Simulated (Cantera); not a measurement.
A Cantera script and its output.

```python
import numpy as np
import cantera as ct

gas = ct.Solution("gri30.yaml")
gas.TPX = 625, 590000, {'CO': 1, 'H2': 0.74, 'O2': 0.544, 'N2': 2.04, 'H2O': 0.44}
inlet = ct.Reservoir(gas, clone=True)
gas.equilibrate("HP")  # start burning
reactor = ct.IdealGasConstPressureReactor(gas, energy="on", clone=False)
exhaust = ct.Reservoir(gas, clone=True)
tau = [0.021, 0.012, 0.0066, 0.0037, 0.0021, 0.0012, 0.00066, 0.00037, 0.00021, 0.00012, 6.5e-05][0]
for a, b in ((inlet, reactor), (reactor, exhaust)):
    ct.MassFlowController(a, b, mdot=lambda t: reactor.mass / tau)
net = ct.ReactorNet([reactor])
show = ['CO', 'H2', 'O2', 'OH', 'H2O2']

rows = []
print(f"{'tau/s':>10s}{'T/K':>9s}" + "".join(f"{s:>11s}" for s in show))
for tau in [0.021, 0.012, 0.0066, 0.0037, 0.0021, 0.0012, 0.00066, 0.00037, 0.00021, 0.00012, 6.5e-05]:
    net.initial_time = 0.0
    net.advance(30 * tau)
    before = gas.X
    net.advance(40 * tau)
    drift = np.max(np.abs(gas.X - before) / (gas.X + 1e-9))
    rows.append([gas.T, *gas[show].X, drift])
    print(f"{tau:10.3e}{gas.T:9.1f}" + "".join(f"{x:11.3e}" for x in gas[show].X))
```

It prints:

```
     tau/s      T/K         CO         H2         O2         OH       H2O2
 2.100e-02   2309.3  1.148e-01  3.982e-02  1.028e-04  1.151e-03  2.880e-08
 1.200e-02   2306.6  1.148e-01  3.984e-02  1.458e-04  1.326e-03  3.819e-08
 6.600e-03   2302.3  1.149e-01  3.987e-02  2.168e-04  1.594e-03  5.435e-08
 3.700e-03   2296.4  1.150e-01  3.992e-02  3.229e-04  1.949e-03  7.863e-08
 2.100e-03   2288.4  1.151e-01  4.000e-02  4.804e-04  2.400e-03  1.134e-07
 1.200e-03   2277.6  1.153e-01  4.013e-02  7.133e-04  2.956e-03  1.611e-07
 6.600e-04   2262.1  1.156e-01  4.035e-02  1.086e-03  3.678e-03  2.291e-07
 3.700e-04   2242.0  1.161e-01  4.065e-02  1.622e-03  4.504e-03  3.142e-07
 2.100e-04   2216.0  1.168e-01  4.106e-02  2.377e-03  5.419e-03  4.189e-07
 1.200e-04   2182.6  1.178e-01  4.161e-02  3.423e-03  6.390e-03  5.486e-07
 6.500e-05   2135.4  1.195e-01  4.234e-02  5.014e-03  7.453e-03  7.332e-07
```

Model: GRI-Mech 3.0 (53 species, 325 reactions), integrated in Cantera. The hydrogen kinetics of GRI-Mech 3.0 are dated; newer H2 mechanisms differ, most at raised pressure.
